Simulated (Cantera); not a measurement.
## Low-pressure radical oxidation in H2/O2

An isothermal, constant-pressure homogeneous reactor starts with 0.0925 % H2, 18.5 % O2, 81.4 % N2, at 925 K and 10.00 Torr.

Computed with Cantera and the H2/O2 subset of GRI-Mech 3.0, which has no nitrogen chemistry. Radical loss at walls, strong at low pressure, is not modelled. Below about 950 K walls govern HO2 and H2O2 in real vessels.

```json
[
 {"t (s)": "1.00e-6", "x H2": "0.000925", "x O2": "0.185", "x H": "<1e-12", "x O": "<1e-12", "x OH": "<1e-12"},
 {"t (s)": "5.55e-6", "x H2": "0.000925", "x O2": "0.185", "x H": "<1e-12", "x O": "<1e-12", "x OH": "<1e-12"},
 {"t (s)": "3.08e-5", "x H2": "0.000925", "x O2": "0.185", "x H": "<1e-12", "x O": "<1e-12", "x OH": "<1e-12"},
 {"t (s)": "0.000171", "x H2": "0.000925", "x O2": "0.185", "x H": "<1e-12", "x O": "<1e-12", "x OH": "<1e-12"},
 {"t (s)": "0.000949", "x H2": "0.000925", "x O2": "0.185", "x H": "<1e-12", "x O": "<1e-12", "x OH": "<1e-12"},
 {"t (s)": "0.00527", "x H2": "0.000925", "x O2": "0.185", "x H": "<1e-12", "x O": "<1e-12", "x OH": "<1e-12"},
 {"t (s)": "0.0292", "x H2": "0.000925", "x O2": "0.185", "x H": "2.26e-12", "x O": "1.80e-11", "x OH": "9.43e-12"},
 {"t (s)": "0.162", "x H2": "0.000925", "x O2": "0.185", "x H": "1.69e-8", "x O": "1.58e-7", "x OH": "7.53e-8"},
 {"t (s)": "0.901", "x H2": "3.59e-6", "x O2": "0.185", "x H": "3.37e-6", "x O": "0.000114", "x OH": "1.14e-5"},
 {"t (s)": "5.00", "x H2": "9.30e-8", "x O2": "0.185", "x H": "5.35e-8", "x O": "8.19e-6", "x OH": "2.53e-6"}
]
```
x: mole fraction; the columns are a selection and need not sum to one.

Equilibrium at this temperature and pressure: H2 <1e-12, O2 0.185, H <1e-12, O 5.02e-11, OH 6.49e-9 (gas phase only).
